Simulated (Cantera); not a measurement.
Cantera run:

```python
import numpy as np
import cantera as ct

gas_names = """
    CO2 AL CO AL2O
""".split()
cond_names = """

""".split()


def load(file, names, dense=False):
    # The tables refer to 1 bar. Condensed volumes are neglected.
    table = {s.name: s for s in ct.Species.list_from_file(file)}
    out = []
    for n in names:
        d = dict(table[n].input_data)
        d["thermo"] = dict(d["thermo"], **{"reference-pressure": 1e5})
        if dense:
            d["equation-of-state"] = {"model": "constant-volume", "density": "1e6 g/cm^3"}
        out.append(ct.Species.from_dict(d))
    return out


species = {s.name: s for s in load("nasa_gas.yaml", gas_names) + load("nasa_condensed.yaml", cond_names)}
# Each term lists the table entries of one substance; the one whose range holds T is used.
reactions = {
    'CO2(g) + 2 Al(g) = CO(g) + Al2O(g)':
        [(-1, ['CO2']), (-2, ['AL']), (1, ['CO']), (1, ['AL2O'])],
}


def pick(names, T):
    return next(species[n] for n in names if species[n].thermo.min_temp <= T <= species[n].thermo.max_temp)


results = []
for label, terms in reactions.items():
    print(label)
    print("     T/K   dH/kJ  dS/(J/K)   dG/kJ   log10 K")
    for T in [300, 398, 498, 598, 698, 798, 898, 998, 1098, 1198, 1298]:
        used = [(nu, pick(names, T)) for nu, names in terms]
        dH = sum(nu * s.thermo.h(T) for nu, s in used) / 1e6
        dS = sum(nu * s.thermo.s(T) for nu, s in used) / 1e3
        dG = dH - T * dS / 1e3
        logK = -dG * 1e6 / (ct.gas_constant * T * np.log(10))
        results.append((label, T, dH, dS, dG, logK, [s.name for _, s in used]))
        print(f"{T:8g} {dH:8.1f} {dS:8.1f} {dG:8.1f} {logK:8.2f}")
```

Result:

```
CO2(g) + 2 Al(g) = CO(g) + Al2O(g)
     T/K   dH/kJ  dS/(J/K)   dG/kJ   log10 K
     300   -521.6    -92.9   -493.7    85.96
     398   -521.5    -92.6   -484.6    63.61
     498   -521.4    -92.4   -475.4    49.86
     598   -521.4    -92.5   -466.2    40.72
     698   -521.5    -92.6   -456.9    34.19
     798   -521.7    -92.8   -447.6    29.30
     898   -521.8    -92.9   -438.4    25.50
     998   -522.0    -93.1   -429.1    22.46
    1098   -522.2    -93.3   -419.7    19.97
    1198   -522.5    -93.6   -410.4    17.89
    1298   -522.7    -93.8   -401.0    16.14
```

Source: NASA polynomial tables (part measured, part estimated), evaluated in Cantera. Condensed species are held in their standard states even where they would react or evaporate.
